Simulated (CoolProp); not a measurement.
Properties of carbonyl sulfide along the isotherm 18.35 °C (Tc = 105.6 °C, pc = 63.69 bar, ω = 0.098).

Values from CoolProp's reference Helmholtz-energy equation of state, Lemmon 2006. It is a short technical equation, of lower accuracy than the large ones.

```tsv
p (bar)	phase	density (kg/m³)	isothermal compressibility (1/MPa)	fugacity coefficient
7.35	gas	20.11	1.517	0.9142
14.7	liquid	1011	0.003720	0.6493
22	liquid	…	0.003615	0.4416
29.4	liquid	1016	0.003516	…
36.7	liquid	1019	0.003424	0.2744
44.1	liquid	…	0.003336	0.2325
51.4	liquid	…	0.003254	0.2030
58.8	liquid	1026	0.003175	0.1807
66.1	liquid	1029	0.003102	0.1636
73.5	liquid	1031	…	0.1498
80.8	liquid	1033	0.002965	0.1387
88.2	liquid	1035	0.002902	0.1293
95.5	liquid	…	0.002842	0.1215
```

Task: What belongs in the gaps?

Result: 
- 22, density (kg/m³): 1013
- 29.4, fugacity coefficient: 0.3365
- 44.1, density (kg/m³): 1021
- 51.4, density (kg/m³): 1024
- 73.5, isothermal compressibility (1/MPa): 0.003032
- 95.5, density (kg/m³): 1038
